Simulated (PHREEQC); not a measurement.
A PHREEQC input (ion-association model, wateq4f.dat):

```
SOLUTION 1
  temp 25
  units mg/kgw
  pH 6.77
  pe 1.4
  Na 10.8
  K 6.86 charge
  Ca 5.18
  Mg 0.951
  Cl 11.1
  S(6) 6.21 as SO4
  Alkalinity 31.3 as HCO3
  Li 0.00204
  Ba 0.0152
END
USE solution 1
EQUILIBRIUM_PHASES 1
  Gypsum 0 0
  CO2(g) -3.4 10
END
```

The run finishes without an error or a warning.

Its last state differs from that of the intended input:

| quantity | as run | intended |
|---|---|---|
| ionic strength (mol/kgw) | 0.00118 | 0.00119 |
| KSO4- (mol/kgw) | 5.62e-8 | 6.64e-8 |

One thing in the input isn't as intended. What explains the difference?

This is not unique; one that fits is The fault: charge balance asked on the minor ion K. The line should read `K 6.86` where the input has `K 6.86 charge`.
